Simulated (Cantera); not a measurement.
Input: 1 mol CaCO3, 0.49 mol C, 0.013 mol H2, 5.9 mol CO2, held at 0.133 bar.

Equilibrium computed with Cantera from the NASA thermochemical tables; the gas is ideal and each condensed phase is pure. Candidate condensed phases: C, C6H6, C7H8, C8H18, Ca, CaCO3, CaO, Ca(OH)2, H2O; 115 gas species. Rates play no part.

x: gas mole fraction; n: condensed amount in mol.

| T (°C) | x CO2 | x CO | x H2O | x H2 | n C(graphite) | n CaCO3(calcite) | n CaO(s) |
|---|---|---|---|---|---|---|---|
| 450 | 0.931 | 0.0668 | 0.00137 | 0.000754 | 0.290 | 1.00 | 0 |
| 550 | 0.844 | 0.154 | 0.00122 | 0.000808 | 0 | 1.00 | 0 |
| 650 | 0.843 | 0.155 | [?] | [?] | 0 | 1.00 | 0 |
| 750 | 0.843 | 0.155 | 0.00164 | 0.000393 | 0 | 1.00 | 0 |
| 850 | 0.864 | 0.134 | 0.00154 | 0.000218 | 0 | 0 | 1.00 |
| 950 | 0.864 | 0.134 | 0.00159 | 0.000168 | 0 | 0 | 1.00 |
| 1050 | 0.864 | 0.134 | 0.00162 | 0.000135 | 0 | 0 | 1.00 |
| 1150 | 0.864 | 0.134 | 0.00164 | [?] | 0 | 0 | 1.00 |
| 1250 | 0.864 | 0.134 | 0.00166 | 9.59e-5 | 0 | 0 | 1.00 |
| 1350 | 0.864 | 0.134 | 0.00167 | 8.36e-5 | 0 | 0 | 1.00 |
| 1450 | 0.864 | 0.134 | 0.00168 | 7.41e-5 | 0 | 0 | 1.00 |

Q: Some entries are withheld; supply them.

A: 
- 1150, x H2: 0.000112
- 650, x H2O: 0.00148
- 650, x H2: 0.000553
